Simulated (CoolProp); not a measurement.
Vapour-liquid equilibrium of C2F6 (R116) (1) + R143a (2) at 205.1 K; x and y are mole fractions of (1).

Computed with CoolProp (multi-fluid Helmholtz-energy mixture model, Lemmon 2006 and Lemmon and Jacobsen 2000; pair parameters Bell 2016).

```tsv
x	bubble pressure (kPa)	y at the bubble point	dew pressure at overall composition x (kPa)	liquid density (mol/L)
0.05	58.13	0.441	35.32	14.32
0.125	86.81	0.646	38.21	14.01
0.2	107.5	0.728	41.61	13.71
0.275	122.2	…	45.65	13.42
0.35	132.6	0.799	50.55	13.14
0.425	139.9	0.818	56.60	12.87
0.5	145.4	0.832	64.27	…
0.575	149.7	0.844	74.25	12.37
0.65	153.6	…	87.72	12.14
0.725	157.2	0.872	106.6	…
0.8	160.9	0.891	132.9	11.73
0.875	…	…	157.9	11.55
0.95	167.5	0.960	167.0	11.40
```

Task: Some entries are withheld; supply them.

Result: 
- 0.275, y at the bubble point: 0.772
- 0.5, liquid density (mol/L): 12.61
- 0.65, y at the bubble point: 0.857
- 0.725, liquid density (mol/L): 11.93
- 0.875, bubble pressure (kPa): 164.5
- 0.875, y at the bubble point: 0.919

No azeotrope shows between x = 0.05 and 0.95.

Pair parameters are fitted to limited data, so mixtures are less certain than the pure fluids. With so large a gap from Raoult's law the liquid may split in two, which this calculation doesn't test in full.
